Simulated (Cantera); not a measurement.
A Cantera script and its output.

```python
import numpy as np
import cantera as ct

gas = ct.Solution("gri30.yaml")


def delay(T, t_max=10):
    gas.TPX = T, 110000, {'CH4': 1, 'O2': 2.17, 'N2': 7.39, 'H2O': 2.3}
    reactor = ct.IdealGasReactor(gas, clone=False)
    net = ct.ReactorNet([reactor])
    net.rtol, net.atol = 1e-8, 1e-16
    while net.time < t_max:
        t_old, T_old = net.time, reactor.T
        net.step()
        if reactor.T > T + 400:  # ignition: a rise of 400 K
            return t_old + (T + 400 - T_old) / (reactor.T - T_old) * (net.time - t_old)
    return np.nan


taus = []
for T in [1275, 1325, 1375, 1425, 1475, 1525, 1575]:
    taus.append(delay(T))
    print(f"T0 = {T:6g} K   tau = {taus[-1]:.4e} s")
```

It prints:

```
T0 =   1275 K   tau = 1.9314e-02 s
T0 =   1325 K   tau = 1.0336e-02 s
T0 =   1375 K   tau = 5.6330e-03 s
T0 =   1425 K   tau = 3.1278e-03 s
T0 =   1475 K   tau = 1.7753e-03 s
T0 =   1525 K   tau = 1.0349e-03 s
T0 =   1575 K   tau = 6.2259e-04 s
```

Computed with Cantera and GRI-Mech 3.0 (53 species, 325 reactions).
